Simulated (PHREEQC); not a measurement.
# Metal-bearing waste water with mixed reagents: an equilibrium model

Solution A (0.0043 mol CuSO4, 6.8e-05 mol NiCl2 and 0.00027 mol H2SO4 per kg of water) is mixed with solution B (0.034 mol/kgw Zn(NO3)2 and 0.00011 mol/kgw LiF) at 90 °C; shares are by mass of water, 1 kg in all. Oxygen alone is held at its pressure in air (log pO2 = -0.68). CO2 from the air is kept out. The run lets Cu(OH)2, Brochantite, Antlerite, Atacamite, Cu2(OH)3NO3, Zn(OH)2-e, Zn4(OH)6SO4, Zn5(OH)8Cl2, Ni(OH)2, Ni4(OH)6SO4, Chalcanthite, Goslarite, Morenosite, CuF2:2H2O, ZnF2 precipitate or redissolve, and no other solid.

Computed with PHREEQC (ion-association model, wateq4f.dat).

Question: Predict pH, Zn+2 (mol/kgw), Cu+2 (mol/kgw) at share of solution B = 0.4, 0.5, 0.6, 0.7, 0.8.

Answer: 
```
share of solution B    pH  Zn+2 (mol/kgw)  Cu+2 (mol/kgw)
-------------------  ----  --------------  --------------
0.4                  3.71          0.0125         0.00240
0.5                  3.77          0.0159         0.00204
0.6                  3.85          0.0195         0.00165
0.7                  3.96          0.0231         0.00126
0.8                  4.11          0.0267        0.000845
```

Constants without temperature data keep their 25 °C values here.
